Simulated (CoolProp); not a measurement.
Vapour-liquid equilibrium of ethylene (1) + propane (2) at 450 kPa; x and y are mole fractions of (1).

Values from CoolProp's multi-fluid Helmholtz-energy mixture model, Smukala 2000 and Lemmon 2009; pair parameters Bell 2016.

Give the bubble temperature and the first vapour's composition at x = 0.45, 0.55, 0.85. Is there an azeotrope?

x = 0.45: 218.6 K, y = 0.917; x = 0.55: 213.7 K, y = 0.945; x = 0.85: 203.6 K, y = 0.987. No azeotrope shows between x = 0.05 and 0.95.

The pair parameters rest on a limited set of measurements; away from them the model extrapolates. The gap from Raoult's law changes sign with composition, which may be real or a fault of the pair parameters; it wasn't checked against measurements.
